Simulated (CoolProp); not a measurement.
Ethanol along the isobar 0.595 MPa: density (kg/m³) from the reference equation and from simpler models built on Tc = 514.7 K, pc = 6.268 MPa, ω = 0.644; each cubic takes its own stable root.

Model: reference Helmholtz-energy equation of state, Schroeder 2014, in CoolProp.

```tsv
T (K)	phase	reference	van der Waals	Peng-Robinson
397.6	liquid	685.4	8.769	…
409.3	gas	…	8.485	8.799
421	gas	8.531	8.220	8.480
432.7	gas	8.199	7.972	8.188
444.3	gas	7.906	…	7.921
456	gas	7.639	7.523	7.671
467.7	gas	7.397	7.317	7.439
479.4	gas	7.174	7.122	7.223
491.1	gas	6.968	6.938	7.021
502.8	gas	…	6.764	6.831
```

Problem. What belongs in the gaps?

Solution. 
- 397.6, Peng-Robinson: 644.5
- 409.3, reference: 8.908
- 444.3, van der Waals: 7.742
- 502.8, reference: 6.777

At some of these states van der Waals gives the other phase, because its saturation line lies elsewhere.
